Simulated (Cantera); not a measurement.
Cantera run:

```python
import numpy as np
import cantera as ct

gas_names = """
    CL CL2 H HCL H2 Si SiCL SiCL2 SiCL3 SiCL4 SiH SiHCL3 SiH2 SiH2CL2 SiH3 SiH3CL SiH4 Si2 Si3
""".split()
cond_names = """
    Si(cr) Si(L)
""".split()


# ... load() reads the species with a 1 bar reference pressure and builds the phases ...
atoms = {
    'SiHCl3': {'Si': 1, 'H': 1, 'CL': 3},
    'H2': {'H': 2},
}
top_T = {}  # K; cautious upper limits of use, not melting points


# ... equilibrate(T, P, feed) seeds the gas with the atoms and calls Mixture.equilibrate('TP', solver="vcs", rtol=1e-11, max_steps=5000) ...
results = []
feed = {'SiHCl3': 1, 'H2': 12}  # mol
T = 1375  # K
P = 79000  # Pa
mix = equilibrate(T, P, feed)
results.append((T, P, feed, dict(zip(mix.species_names, mix.species_moles))))
x = sorted(zip(gas.X, gas.species_names), reverse=True)
print(f"T = {T:g} K  P = {P:g} Pa  gas = {mix.phase_moles(0):.4g} mol")
print("   x: " + "  ".join(f"{s} {v:.3e}" for v, s in x if v > 1e-06))
print("   condensed (mol): " + ("  ".join(f"{mix.phase(i).name} {mix.phase_moles(i):.4g}"
      for i in range(1, mix.n_phases) if mix.phase_moles(i) > 1e-12) or "none"))
```

Result:

```
T = 1375 K  P = 79000 Pa  gas = 13.6 mol
   x: H2 8.762e-01  HCL 7.303e-02  SiCL2 1.754e-02  SiCL4 1.400e-02  SiHCL3 1.071e-02  SiCL3 7.310e-03  SiH2CL2 1.215e-03  SiH3CL 3.941e-05  H 3.609e-06
   condensed (mol): Si(cr) 0.309
```

Equilibrium computed with Cantera from the NASA thermochemical tables; the gas is ideal and each condensed phase is pure. The tables' values for SiCl3 are old estimates; treat these amounts as uncertain.
